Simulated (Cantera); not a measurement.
An adiabatic, constant-volume homogeneous reactor starts with 13.0 % CH₄, 7.79 % CO, 16.6 % O₂, 62.4 % N₂, 0.234 % CO₂, at 1350 K and 1.00 bar.

Computed with Cantera and GRI-Mech 3.0 (53 species, 325 reactions).

Question: Predict: time of steepest temperature rise; temperature at 1.00 s; equilibrium temperature; x(CO) at 1.00 s; x(O₂) at 1.00 s; x(O) at 1.00 s; x(H₂O) at 1.00 s.

Answer: 
```json
{
 "time_of_steepest_temperature_rise": "9.94 ms",
 "temperature at 1.00 s": "2795 K",
 "equilibrium_temperature": "2795 K",
 "x(CO) at 1.00 s": "0.154 (gas-phase equilibrium 0.154)",
 "x(O₂) at 1.00 s": "0.000535 (gas-phase equilibrium 0.000535)",
 "x(O) at 1.00 s": "0.000817 (gas-phase equilibrium 0.000817)",
 "x(H₂O) at 1.00 s": "0.138 (gas-phase equilibrium 0.138)"
}
```
